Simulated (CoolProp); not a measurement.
Vapour-liquid equilibrium of toluene (1) + m-xylene (2) at 1020 kPa; x and y are mole fractions of (1).

Model: multi-fluid Helmholtz-energy mixture model, Lemmon 2006 and Zhou 2012; pair parameters Bell 2016, in CoolProp.

```tsv
x	bubble temperature (°C)	y at the bubble point	dew temperature at overall composition x (°C)	liquid density (mol/L)
0.05	250.0	0.073	250.7	5.914
0.2	243.7	0.278	246.2	6.091
0.35	237.7	0.455	241.3	6.268
0.5	232.3	0.607	236.2	6.446
0.65	227.4	0.739	230.7	6.625
0.8	223.0	0.856	225.1	6.810
0.95	219.2	0.965	219.7	7.002
```

No azeotrope shows between x = 0.05 and 0.95.

Pair parameters are fitted to limited data, so mixtures are less certain than the pure fluids.
